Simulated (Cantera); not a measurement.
Mixture: H2 : O2 : N2 = 1 : 0.417 : 1.57 (molar parts), at 0.540 bar, adiabatic and at constant pressure. Ignition delay is the time to a rise of 400 K.

Computed with Cantera and GRI-Mech 3.0 (53 species, 325 reactions). Where the delays flatten at high temperature, the 400 K rule measures the pace of heat release, not the induction time.

### Question
Predict: delay at 1225 K; delay at 1325 K; delay at 1425 K; delay at 1525 K; delay at 1625 K; delay at 1725 K; delay at 1825 K.

### Answer
| Item | Value |
|---|---|
| delay at 1225 K | 80.2 µs |
| delay at 1325 K | 56.8 µs |
| delay at 1425 K | 45.9 µs |
| delay at 1525 K | 41.3 µs |
| delay at 1625 K | 40.6 µs |
| delay at 1725 K | 42.4 µs |
| delay at 1825 K | 46.1 µs |
